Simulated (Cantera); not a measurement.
Input (Python, Cantera) and output of one run.

```python
import numpy as np
import cantera as ct

gas_names = """
    CL CL2 H HCL H2 N NH NH2 NH3 N2 N2H2 N2H4 Si SiCL SiCL2 SiCL3 SiCL4 SiH SiHCL3 SiH2 SiH2CL2 SiH3
    SiH3CL SiH4 SiN Si2 Si2N Si3
""".split()
cond_names = """
    NH4CL(a) NH4CL(b) Si(cr) Si(L) Si3N4(a)
""".split()


# ... load() reads the species with a 1 bar reference pressure and builds the phases ...
atoms = {
    'SiH2Cl2': {'Si': 1, 'H': 2, 'CL': 2},
    'N2': {'N': 2},
    'H2': {'H': 2},
}
top_T = {'Si3N4(a)': 2400}  # K; cautious upper limits of use, not melting points


# ... equilibrate(T, P, feed) seeds the gas with the atoms and calls Mixture.equilibrate('TP', solver="vcs", rtol=1e-11, max_steps=5000) ...
results = []
feed = {'SiH2Cl2': 1, 'N2': 0.62, 'H2': 1.9}  # mol
P = 38  # Pa
for T in [773, 923, 1073, 1223, 1373, 1523, 1673, 1823, 1973, 2123]:
    mix = equilibrate(T, P, feed)
    results.append((T, P, feed, dict(zip(mix.species_names, mix.species_moles))))
    x = sorted(zip(gas.X, gas.species_names), reverse=True)
    print(f"T = {T:g} K  P = {P:g} Pa  gas = {mix.phase_moles(0):.4g} mol")
    print("   x: " + "  ".join(f"{s} {v:.3e}" for v, s in x if v > 1e-05))
    print("   condensed (mol): " + ("  ".join(f"{mix.phase(i).name} {mix.phase_moles(i):.4g}"
          for i in range(1, mix.n_phases) if mix.phase_moles(i) > 1e-12) or "none"))
```

Output:

```
T = 773 K  P = 38 Pa  gas = 3.796 mol
   x: H2 5.906e-01  HCL 3.466e-01  SiCL4 4.502e-02  N2 1.775e-02  SiHCL3 4.828e-05
   condensed (mol): Si3N4(a) 0.2763
T = 923 K  P = 38 Pa  gas = 3.807 mol
   x: H2 5.721e-01  HCL 3.790e-01  SiCL4 3.637e-02  N2 1.217e-02  SiHCL3 1.957e-04  SiCL3 7.887e-05
   condensed (mol): Si3N4(a) 0.2868
T = 1073 K  P = 38 Pa  gas = 3.819 mol
   x: H2 5.603e-01  HCL 3.976e-01  SiCL4 2.948e-02  N2 9.509e-03  SiCL3 1.454e-03  SiCL2 1.148e-03  SiHCL3 5.090e-04
   condensed (mol): Si3N4(a) 0.2918
T = 1223 K  P = 38 Pa  gas = 3.913 mol
   x: H2 5.462e-01  HCL 3.893e-01  SiCL2 2.727e-02  N2 1.860e-02  SiCL4 1.170e-02  SiCL3 6.325e-03  SiHCL3 5.065e-04  H 1.140e-05
   condensed (mol): Si3N4(a) 0.2736
T = 1373 K  P = 38 Pa  gas = 4.128 mol
   x: H2 5.674e-01  HCL 2.699e-01  SiCL2 9.908e-02  N2 5.820e-02  SiCL3 4.224e-03  SiCL4 8.329e-04  H 1.287e-04  SiHCL3 1.107e-04  CL 5.072e-05
   condensed (mol): Si3N4(a) 0.1899
T = 1523 K  P = 38 Pa  gas = 4.52 mol
   x: H2 5.632e-01  HCL 1.560e-01  SiCL2 1.412e-01  N2 1.372e-01  SiCL3 1.231e-03  H 8.897e-04  CL 1.977e-04  SiCL 1.157e-04  Si 4.744e-05  SiCL4 3.209e-05  SiHCL3 1.300e-05
   condensed (mol): Si(cr) 0.3554
T = 1673 K  P = 38 Pa  gas = 4.538 mol
   x: H2 5.620e-01  HCL 1.498e-01  SiCL2 1.438e-01  N2 1.366e-01  H 4.379e-03  Si 1.099e-03  CL 9.115e-04  SiCL 8.331e-04  SiCL3 5.166e-04  SiH 2.716e-05
   condensed (mol): Si(cr) 0.3359
T = 1823 K  P = 38 Pa  gas = 4.629 mol
   x: H2 5.404e-01  HCL 1.556e-01  SiCL2 1.342e-01  N2 1.339e-01  H 1.634e-02  Si 1.163e-02  SiCL 3.632e-03  CL 3.589e-03  SiCL3 2.531e-04  SiH 1.781e-04  Si2 7.528e-05  Si2N 5.389e-05  SiN 3.436e-05  SiH2 1.898e-05  Si3 1.769e-05
   condensed (mol): Si(L) 0.3043
T = 1973 K  P = 38 Pa  gas = 5.079 mol
   x: H2 4.705e-01  HCL 1.528e-01  N2 1.219e-01  SiCL2 1.091e-01  Si 7.389e-02  H 4.748e-02  CL 1.152e-02  SiCL 1.088e-02  SiH 7.146e-04  Si2 6.381e-04  Si2N 1.675e-04  SiN 1.398e-04  Si3 1.234e-04  SiCL3 1.199e-04  SiH2 3.804e-05
   condensed (mol): none
T = 2123 K  P = 38 Pa  gas = 5.614 mol
   x: H2 3.638e-01  HCL 1.938e-01  Si 1.110e-01  H 1.110e-01  N2 1.103e-01  SiCL2 5.351e-02  CL 4.341e-02  SiCL 1.182e-02  SiH 6.745e-04  Si2 3.770e-04  SiN 1.420e-04  SiCL3 5.128e-05  Si2N 4.146e-05  Si3 1.891e-05  SiH2 1.851e-05
   condensed (mol): none
```

Method: chemical equilibrium by Gibbs-energy minimisation in Cantera with the NASA 1993 tables (ideal gas, pure condensed phases). N2 is the only nitrogen source here; it is nearly inert below about 1500 K, so the nitride shown seldom forms there in practice. The tables' values for SiCl, SiCl3, SiN are old estimates; treat these amounts as uncertain. Gases not in the tables: Si2H6 and higher silanes.
